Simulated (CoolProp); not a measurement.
1000 sccm (0 °C, 1 atm) of nitrogen bubbles through liquid ethylbenzene at 292.8 K and leaves saturated at a total pressure of 0.0114 MPa (ideal gas phase). Each further row changes one setting.

The numbers come from the reference Helmholtz-energy equation of state, Zhou 2012 in CoolProp.

| case | vapour pressure (kPa) | mole fraction of vapour | delivery (mg/min) | delivery (sccm) | change of delivery for a bath 1 K warmer (%) |
|---|---|---|---|---|---|
| as stated | 0.935 | 0.0820 | 423 | 89.4 | 6.7 |
| bath temperature 297.8 K | 1.25 | 0.110 | 585 | 124 | 6.7 |
| total pressure 0.0228 MPa | 0.935 | 0.0410 | 203 | 42.8 | 6.4 |
